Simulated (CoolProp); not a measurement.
Properties of C2F6 (R116) along the isotherm 178.1 K.

Computed with CoolProp (reference Helmholtz-energy equation of state, Lemmon 2006). It is a short technical equation, of lower accuracy than the large ones.

```csv
p (MPa),phase,density (kg/m³),cv (kJ/(kg K)),Joule-Thomson coefficient (K/MPa),fugacity coefficient
0.117,liquid,1678,0.6081,…,0.3090
0.234,liquid,1678,0.6082,-0.3691,0.1555
0.352,liquid,1679,0.6082,-0.3696,0.1041
0.469,liquid,1679,0.6083,-0.3701,…
0.586,liquid,1680,0.6083,-0.3706,0.06332
0.703,liquid,1680,0.6084,-0.3711,0.05313
0.821,liquid,1680,0.6084,-0.3716,0.04579
0.938,liquid,1681,0.6085,-0.3721,0.04034
1.05,liquid,1681,0.6085,…,0.03626
1.17,liquid,1682,0.6086,-0.3731,0.03276
1.29,liquid,1682,0.6086,-0.3736,0.02991
1.41,liquid,1683,0.6087,-0.3741,0.02755
1.52,liquid,1683,0.6087,-0.3745,0.02571
```

Task: What belongs in the gaps?

Result: 
- 0.117, Joule-Thomson coefficient (K/MPa): -0.3686
- 0.469, fugacity coefficient: 0.07861
- 1.05, Joule-Thomson coefficient (K/MPa): -0.3726
